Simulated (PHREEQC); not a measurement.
A made-up water analysis in mg/kgw, 25 °C, pH 2.76, pe 8.2:

| constituent | mg/kgw |
|---|---|
| Na | 665 |
| K | 0.0105 |
| Ca | 398 |
| Mg | 36.2 |
| Cl | 149 |
| S(6) as SO4 | 2530 |
| Zn | 2.69 |

Valence states are taken as typed.

Computed with PHREEQC (ion-association model, phreeqc.dat).

Each row changes one thing in this solution. Precipitation was switched off in this run.

```tsv
case	ionic strength (mol/kgw)	Na+ (mol/kgw)	SO4-2 (mol/kgw)	Ca+2 (mol/kgw)	CaSO4 (mol/kgw)	HSO4- (mol/kgw)	SI of Gypsum (CaSO4:2H2O)	SI of Halite (NaCl)
as made	0.0707	0.0278	0.0191	0.00617	0.00370	0.00168	-0.09	-5.70
Na from 665 to 1330 mg/kgw	0.0849	[?]	[?]	0.00649	0.00339	0.00157	-0.13	-5.41
S(6) from 2530 to 1260 mg/kgw	0.0526	[?]	0.00878	0.00745	0.00244	0.000825	-0.28	-5.67
temperature from 25 to 40 °C at the same typed pH	0.0690	0.0278	0.0183	[?]	0.00378	[?]	-0.12	-5.71
```

Fill in the missing entries.


- Na from 665 to 1330 mg/kgw, Na+ (mol/kgw): 0.0558
- Na from 665 to 1330 mg/kgw, SO4-2 (mol/kgw): 0.0186
- S(6) from 2530 to 1260 mg/kgw, Na+ (mol/kgw): 0.0284
- temperature from 25 to 40 °C at the same typed pH, Ca+2 (mol/kgw): 0.00608
- temperature from 25 to 40 °C at the same typed pH, HSO4- (mol/kgw): 0.00225

Complexes and solids missing from the database can't appear. Away from 25 °C the constants follow the database's enthalpies or fits; those with neither stay at their 25 °C values.
